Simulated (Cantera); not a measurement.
## Ignition delay

Mixture: 9.69 % CH4, 17.6 % O2, 66.3 % N2, 6.40 % H2O, equivalence ratio 1.1, at 1.01 bar, adiabatic and at constant pressure. Ignition delay is the time to a rise of 400 K.

Cantera simulation using GRI-Mech 3.0 (53 species, 325 reactions); the numbers are that mechanism's predictions, not measurements.

```tsv
T0 (K)	delay (ms)
1048	548
1098	249
1148	117
1198	57.3
1248	28.9
1298	15.0
1348	8.01
1398	4.39
```

| Quantity | Result |
|---|---|
| apparent activation energy between 1298 and 1398 K | 190 kJ/mol |
